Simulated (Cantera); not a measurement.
A closed system holds: 1 mol SiCl4, 230 mol N2, equilibrated at 1252 °C and 2000 Pa.

Equilibrium computed with Cantera from the NASA thermochemical tables; the gas is ideal and each condensed phase is pure. The tables' values for SiCl3 are old estimates; treat these amounts as uncertain. Kinetics and transport are ignored.

| species | before | after |
|---|---|---|
| N2 | 0.995 | 0.991 |
| Cl | 0.00100 | 0.00465 |
| SiCl2 | 0.000238 | 0.00185 |
| SiCl4 | 0.00355 | 0.00149 |
| SiCl3 | 0.000533 | 0.000965 |
Gas species are given as mole fractions.

Question: Which change was made?
(A) temperature from 1252 °C to 802 °C
(B) pressure from 2000 Pa to 100 Pa
(C) temperature from 1252 °C to 1327 °C
(D) temperature from 1252 °C to 725 °C

Answer: B, pressure from 2000 Pa to 100 Pa
